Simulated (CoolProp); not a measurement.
Vapour-liquid equilibrium of hydrogen sulfide (1) + isobutane (2) at 294.9 K; x and y are mole fractions of (1).

The numbers come from the multi-fluid Helmholtz-energy mixture model, Lemmon 2006 and Bücker 2006; pair parameters Kunz 2012 in CoolProp.

| x | bubble pressure, mixture model (kPa) | bubble pressure, Raoult's law (kPa) | y, mixture model | y, Raoult's law |
|---|---|---|---|---|
| 0.05 | 430.0 | 395.7 | 0.273 | 0.235 |
| 0.2 | 760.1 | 627.1 | 0.624 | 0.594 |
| 0.35 | ___ | 858.5 | ___ | 0.759 |
| 0.5 | 1267 | 1090 | 0.824 | 0.854 |
| 0.65 | 1452 | 1321 | 0.873 | 0.916 |
| 0.8 | 1623 | 1553 | 0.921 | 0.959 |
| 0.95 | ___ | 1784 | 0.977 | 0.991 |

Fill in the missing entries.


- 0.35, bubble pressure, mixture model (kPa): 1043
- 0.35, y, mixture model: 0.754
- 0.95, bubble pressure, mixture model (kPa): 1800

The largest gap from Raoult's law is +21.5 % in bubble pressure, at x = 0.35. No azeotrope shows between x = 0.05 and 0.95.

The pair parameters rest on a limited set of measurements; away from them the model extrapolates.
